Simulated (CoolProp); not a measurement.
The fluid at 298.15 K and 9.82 MPa (liquid) is heated at constant pressure to 471.8 K. The same conditions are run with several fluids, on thermodynamics alone (safety and materials aside).

Values from CoolProp's reference Helmholtz-energy equation of state of each fluid (carbon dioxide: Span 1996; octamethyltrisiloxane (MDM): Thol 2017; R125: Lemmon 2005).

Rank carbon dioxide, octamethyltrisiloxane (MDM), R125 by heat (kJ/kg), highest first.

carbon dioxide (375), octamethyltrisiloxane (MDM) (342), R125 (251)

| fluid | final phase | final density (kg/m³) |
|---|---|---|
| carbon dioxide | supercritical | 120 |
| octamethyltrisiloxane (MDM) | liquid | 665 |
| R125 | supercritical | 380 |
